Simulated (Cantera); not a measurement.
A freely propagating, adiabatic, planar premixed flame of H₂ : O₂ : N₂ : H₂O = 1 : 0.227 : 0.855 : 0.056 (molar parts), equivalence ratio 2.2, unburnt at 700 K and 0.260 bar; mixture-averaged transport, grid criteria slope 0.08 and curve 0.16, no radiation.

Computed with Cantera and the H2/O2 subset of GRI-Mech 3.0, which has no nitrogen chemistry. Burning velocities carry a grid error of a few per cent, more on coarse grids.

Problem. Predict: laminar burning velocity; thermal thickness; peak x(O); peak x(H₂O₂); peak x(HO₂).

Solution. 
* **laminar burning velocity**: 995 cm/s
* **thermal thickness**: 2.80 mm
* **peak x(O)**: 0.00445
* **peak x(H₂O₂)**: 5.02e-7
* **peak x(HO₂)**: 6.09e-5
